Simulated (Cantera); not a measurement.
Cantera run:

```python
import numpy as np
import cantera as ct

gas_names = [...]  # 151 gases of nasa_gas.yaml made of C, H, N, O, Si
cond_names = """
    C(gr) C6H6(L) C7H8(L) C8H18(L),n-octa H2O(s) H2O(L) Si(cr) Si(L) SiC(b) SiO2(Lqz) SiO2(hqz) SiO2(L)
    Si2N2O(s) Si3N4(a)
""".split()


# ... load() reads the species with a 1 bar reference pressure and builds the phases ...
atoms = {
    'HMDSO': {'Si': 2, 'C': 6, 'H': 18, 'O': 1},
    'N2O': {'N': 2, 'O': 1},
    'H2': {'H': 2},
}
top_T = {'C(gr)': 4500, 'SiC(b)': 3050, 'Si2N2O(s)': 2100, 'Si3N4(a)': 2400}  # K; cautious upper limits of use, not melting points


# ... equilibrate(T, P, feed) seeds the gas with the atoms and calls Mixture.equilibrate('TP', solver="vcs", rtol=1e-11, max_steps=5000) ...
results = []
feed = {'HMDSO': 1, 'N2O': 0.76, 'H2': 0.24}  # mol
P = 13332.2  # Pa
for T in [1023, 1123, 1223, 1323, 1423, 1523, 1623, 1723]:
    mix = equilibrate(T, P, feed)
    results.append((T, P, feed, dict(zip(mix.species_names, mix.species_moles))))

top = {s: max(r[3][s] / sum(r[3][g] for g in gas_names) for r in results) for s in gas_names}
cols = sorted((s for s in top if top[s] > 1e-05), key=lambda s: -top[s])[:5]
seen = [c for c in cond_names if any(r[3].get(c, 0) > 1e-12 for r in results)]
print("log10 of partial pressures in bar; condensed amounts in mol")
print(f"{'T/K':>10s}" + "".join(f"{s[:9]:>10s}" for s in cols + seen))
for T, P, feed, n in results:
    ng = sum(n[g] for g in gas_names)
    print(f"{T:10.4g}" + "".join(f"{np.log10(max(n[s] / ng * P / 1e5, 1e-99)):10.3f}" for s in cols)
          + "".join(f"{n.get(c, 0):10.4g}" for c in seen))
```

Result:

```
log10 of partial pressures in bar; condensed amounts in mol
       T/K        H2        CO        N2       CH4       HCN     C(gr)    SiC(b) SiO2(hqz) Si2N2O(s)
      1023    -0.880    -4.460    -3.740    -2.885    -7.439     5.908         0     0.505    0.7475
      1123    -0.878    -3.706    -3.899    -3.288    -6.912     5.951         0    0.4975    0.7512
      1223    -0.878    -3.292    -4.675    -3.631    -6.795     5.948         0     0.483    0.7585
      1323    -0.878    -3.044    -5.637    -3.925    -6.849     5.917   0.01177    0.4685    0.7598
      1423    -0.896    -2.211    -4.598    -4.211    -5.972     5.342    0.2063    0.2768    0.7581
      1523    -0.923    -1.873    -3.315    -4.484    -5.026     4.408    0.5534         0    0.7222
      1623    -0.980    -1.703    -2.071    -4.788    -4.153     2.269     1.977         0  0.008661
      1723    -0.980    -1.702    -2.068    -4.958    -3.906     2.242     1.992         0         0
```

Cantera equilibrium calculation (NASA polynomials, part measured and part estimated; ideal gas, pure solids and liquids). The feed counts by its element totals alone. Mutual solubility and eutectic melting of coexisting phases are not modelled. The tables hold silica as quartz up to 1696 K and as liquid above; real silica turns to tridymite and cristobalite and melts near 1996 K.
